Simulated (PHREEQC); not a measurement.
A solution holds 0.14 mol Cu(NO3)2 and 0.00028 mol HNO3 per kg of water, at 25 °C and 50 atm. Closed to the air; pH follows from the charge balance.

Equilibrium calculation in PHREEQC: ion-association model, phreeqc.dat.

No solid was allowed to form.

**Question.** Estimate the pH.

**Answer.** pH 3.65.

Complexes and solids missing from the database can't appear. Under pressure, the constants of complexes without a molar volume in the database are unreliable.
